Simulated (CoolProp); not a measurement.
A simple Rankine cycle with R1336mzz(Z): condensing at 307.15 K, boiler at 0.611 MPa, turbine inlet 372.1 K, turbine efficiency 0.9, pump efficiency 0.7, no recuperator. Each further row changes one setting.

Values from CoolProp's reference Helmholtz-energy equation of state, McLinden 2020.

```csv
case,thermal efficiency (%),net work (kJ/kg),heat in (kJ/kg),turbine exit temperature (K),volume ratio over the turbine
as stated,11.8,25.4,215,334.5,6.14
turbine inlet 392.1 K,11.6,27.4,236,355.3,5.99
condensing temperature 299.15 K,13.2,29.7,225,329.1,8.24
boiler pressure 0.428 MPa,9.7,21.2,219,343.5,4.15
turbine efficiency 0.8,10.5,22.5,215,337.6,6.21
```
